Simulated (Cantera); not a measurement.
Charge: 1 mol Al, 0.13 mol O2, 31 mol N2, equilibrated at 133 Pa.

Method: chemical equilibrium by Gibbs-energy minimisation in Cantera with the NASA 1993 tables (ideal gas, pure condensed phases). Candidate condensed phases: Al, AlN, Al2O3; 16 gas species. Rates play no part.

At 1625 °C, list the 3 most abundant gas species with their mole fractions, and the condensed phases.

N2 0.976, Al 0.0164, Al2O 0.00724. Condensed: Al2O3(s).
